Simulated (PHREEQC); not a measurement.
# Hard or scaling water with leach liquor: speciation

Solution A (0.095 mol/kgw MgCl2, 8.8e-06 mol/kgw CO2 and 0.0074 mol/kgw NaCl) is mixed with solution B (35 mmol/kgw HCl and 0.085 mmol/kgw MnSO4) at 25 °C; shares are by mass of water, 1 kg in all. No oxygen is let in. CO2 from the air is kept out. No solid was allowed to form.

Equilibrium calculation in PHREEQC: ion-association model, phreeqc.dat.

Task: Predict pH, Mn+2 (mol/kgw), CO2 (mol/kgw), HSO4- (mol/kgw) at share of solution B = 0.2, 0.5, 0.9, 1.

Result: 
```
share of solution B    pH  Mn+2 (mol/kgw)  CO2 (mol/kgw)  HSO4- (mol/kgw)
-------------------  ----  --------------  -------------  ---------------
0.2                  2.26         1.41e-5        7.04e-6          1.24e-6
0.5                  1.85         3.65e-5        4.40e-6          8.69e-6
0.9                  1.57         6.98e-5        8.80e-7          3.75e-5
1                    1.52         7.90e-5              0          5.44e-5
```
